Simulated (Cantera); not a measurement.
Charge: 1 mol MgCO3, 0.49 mol H2, 0.12 mol H2O, held at 800 K and 13300 Pa.

Equilibrium computed with Cantera from the NASA thermochemical tables; the gas is ideal and each condensed phase is pure. Candidate condensed phases: C, C6H6, C7H8, C8H18, H2O, Mg, MgCO3, MgO, Mg(OH)2; 116 gas species. Kinetics and transport are ignored.

Base state: CO2 0.507, H2O 0.193, H2 0.183, CO 0.114, CH4 0.00204 (mole fractions); condensed: MgO(s).

**Question.** What changes in the equilibrium state with this change: pressure from 13300 Pa to 1800 Pa?

**Answer.** 
```csv
species,before,after
CO2,0.507,0.504
H2O,0.193,0.192
H2,0.183,0.187
CO,0.114,0.117
CH4,0.00204,4.09e-5
"MgO(s), mol",1.00,1.00
```

**Question.** What changes in the equilibrium state with this change: temperature from 800 K to 1198 K?

**Answer.** 
| species | before | after |
|---|---|---|
| CO2 | 0.507 | 0.417 |
| H2O | 0.193 | 0.279 |
| CO | 0.114 | 0.204 |
| H2 | 0.183 | 0.100 |
| CH4 | 0.00204 | 5.56e-9 |
| MgO(s), mol | 1.00 | 1.00 |
